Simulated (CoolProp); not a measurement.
A closed Brayton cycle with carbon dioxide: compressor inlet 332.15 K and 8.8 MPa, high pressure 25.9 MPa, turbine inlet 795 K, compressor efficiency 0.8, turbine efficiency 0.93, recuperator effectiveness 0.9 (on enthalpy, no pinch check). Each further row changes one setting.

The numbers come from the reference Helmholtz-energy equation of state, Span 1996 in CoolProp.

```csv
case,thermal efficiency (%),net work (kJ/kg),compressor to turbine work,compressor exit (K),turbine exit (K)
as stated,31.3,75.8,0.46,427.1,665.0
turbine inlet 745 K,28.9,65.5,0.49,427.1,619.8
compressor inlet 342.15 K,29.6,68.8,0.51,443.7,665.0
high pressure 22 MPa,30.8,67.9,0.43,412.2,684.1
recuperator effectiveness 0.5,21.5,75.8,0.46,427.1,665.0
```
